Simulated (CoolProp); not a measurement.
A closed Brayton cycle with carbon dioxide: compressor inlet 307.15 K and 9.2 MPa, high pressure 28 MPa, turbine inlet 950 K, compressor efficiency 0.89, turbine efficiency 0.85, recuperator effectiveness 0 (on enthalpy, no pinch check). Each further row changes one setting.

Model: reference Helmholtz-energy equation of state, Span 1996, in CoolProp.

```
case                           thermal efficiency (%)  net work (kJ/kg)  compressor to turbine work  compressor exit (K)  turbine exit (K)
-----------------------------  ----------------------  ----------------  --------------------------  -------------------  ----------------
as stated                                        15.2               132                        0.17                337.0             812.7
turbine inlet 900 K                              15.2               123                         ___                337.0               ___
compressor inlet 317.15 K                        15.3               119                         ___                382.8             812.7
high pressure 23.8 MPa                           13.2               116                        0.16                  ___             832.0
recuperator effectiveness 0.5                    22.8               132                        0.17                337.0             812.7
```

What belongs in the gaps?


- turbine inlet 900 K, compressor to turbine work: 0.19
- turbine inlet 900 K, turbine exit (K): 767.2
- compressor inlet 317.15 K, compressor to turbine work: 0.26
- high pressure 23.8 MPa, compressor exit (K): 331.7
